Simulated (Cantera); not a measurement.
An isothermal, constant-pressure homogeneous reactor starts with H2 : O2 = 0.017 : 1 (molar parts), equivalence ratio 0.0085, at 1298 K and 1.28 Torr.

Computed with Cantera and GRI-Mech 3.0 (53 species, 325 reactions). Radical loss at walls, strong at low pressure, is not modelled.

x: mole fraction; the columns are a selection and need not sum to one.

| t (s) | x H2 | x O2 | x H2O2 | x HO2 | x H |
|---|---|---|---|---|---|
| 1.00e-5 | 0.0167 | 0.983 | <1e-12 | 1.07e-10 | 1.04e-10 |
| 4.78e-5 | 0.0167 | 0.983 | <1e-12 | 5.10e-10 | 4.60e-10 |
| 0.000229 | 0.0167 | 0.983 | <1e-12 | 2.44e-9 | … |
| 0.00109 | 0.0167 | 0.983 | 2.42e-12 | 1.17e-8 | … |
| 0.00524 | 0.0167 | 0.983 | 5.27e-11 | 5.58e-8 | … |
| 0.0250 | 0.0119 | 0.979 | 4.60e-9 | 1.61e-7 | … |
| 0.120 | 0.000110 | 0.968 | 3.28e-9 | 1.26e-7 | 0.000947 |
| 0.573 | 0.000106 | 0.968 | 3.26e-9 | 1.24e-7 | 0.000887 |
| 2.74 | 8.72e-5 | 0.971 | 3.17e-9 | 1.14e-7 | … |
| 13.1 | 4.12e-5 | 0.977 | 2.66e-9 | 7.96e-8 | … |
| 62.7 | 6.33e-6 | 0.982 | 1.28e-9 | 2.72e-8 | … |
| 300 | 4.95e-7 | 0.983 | 2.68e-10 | 6.46e-9 | … |

Some entries are withheld; supply them.


- 0.000229, x H: 1.58e-9
- 0.00109, x H: 3.97e-9
- 0.00524, x H: 4.00e-8
- 0.0250, x H: 0.000535
- 2.74, x H: 0.000657
- 13.1, x H: 0.000207
- 62.7, x H: 1.21e-5
- 300, x H: 2.63e-7
